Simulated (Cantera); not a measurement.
**Thermodynamics of boron, boron nitride and boron oxide, feed B + H₂O + H₂**

A closed system holds: 1 mol B, 6.8 mol H₂O, 3.5 mol H₂, held at 33.0 mbar.

Equilibrium computed with Cantera from the NASA thermochemical tables; the gas is ideal and each condensed phase is pure. Candidate condensed phases: B, B₂O₃, B₃O₃H₃, H₂O; 23 gas species. Gases not in the tables: H₃BO₃. Equilibrium is a limit: real reactors are often held back by kinetics, nucleation or transport.

At 1177 °C the condensed part is B₂O₃(l). From 1277 °C to 1877 °C nothing is condensed.

```tsv
T (°C)	x H₂	x H₂O	x HBO₂	x H	x B₂O₃	n B₂O₃(l)
1177	0.471	0.470	0.0578	3.57e-5	0.000228	0.186
1277	0.463	0.445	0.0908	0.000118	0.000780	0
1377	0.463	0.445	0.0905	0.000340	0.000987	0
1477	0.462	0.446	0.0899	0.000870	0.00121	0
1577	0.461	0.446	0.0892	0.00201	0.00145	0
1677	0.459	0.445	0.0884	0.00428	0.00169	0
1777	0.456	0.444	0.0873	0.00844	0.00194	0
1877	0.451	0.442	0.0858	0.0156	0.00217	0
```
x: gas mole fraction; n: condensed amount in mol.
